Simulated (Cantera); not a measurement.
A Cantera script and what it prints.

```python
import numpy as np
import cantera as ct

gas_names = """
    NO N2O SO2
""".split()
cond_names = """
    S(cr1) S(cr2) S(L)
""".split()


# ... load() reads the species with a 1 bar reference pressure and builds the phases ...
species = {s.name: s for s in load("nasa_gas.yaml", gas_names) + load("nasa_condensed.yaml", cond_names)}
# Each term lists the table entries of one substance; the one whose range holds T is used.
reactions = {
    'S + 4 NO(g) = 2 N2O(g) + SO2(g)':
        [(-1, ['S(cr1)', 'S(cr2)', 'S(L)']), (-4, ['NO']), (2, ['N2O']), (1, ['SO2'])],
}


def pick(names, T):
    return next(species[n] for n in names if species[n].thermo.min_temp <= T <= species[n].thermo.max_temp)


results = []
for label, terms in reactions.items():
    print(label)
    print("     T/K   dH/kJ  dS/(J/K)   dG/kJ   log10 K")
    for T in [300, 500, 600, 700, 800, 900]:
        used = [(nu, pick(names, T)) for nu, names in terms]
        dH = sum(nu * s.thermo.h(T) for nu, s in used) / 1e6
        dS = sum(nu * s.thermo.s(T) for nu, s in used) / 1e3
        dG = dH - T * dS / 1e3
        logK = -dG * 1e6 / (ct.gas_constant * T * np.log(10))
        results.append((label, T, dH, dS, dG, logK, [s.name for _, s in used]))
        print(f"{T:8g} {dH:8.1f} {dS:8.1f} {dG:8.1f} {logK:8.2f}")
```

Result:

```
S + 4 NO(g) = 2 N2O(g) + SO2(g)
     T/K   dH/kJ  dS/(J/K)   dG/kJ   log10 K
     300   -498.8   -187.0   -442.7    77.07
     500   -505.6   -204.4   -403.4    42.14
     600   -507.6   -208.0   -382.7    33.32
     700   -508.6   -209.6   -361.8    27.00
     800   -509.1   -210.3   -340.8    22.25
     900   -509.7   -211.0   -319.8    18.56
```

Standard-state values (1 bar) from the NASA 1993 polynomials, evaluated with Cantera. Condensed species are held in their standard states even where they would react or evaporate.
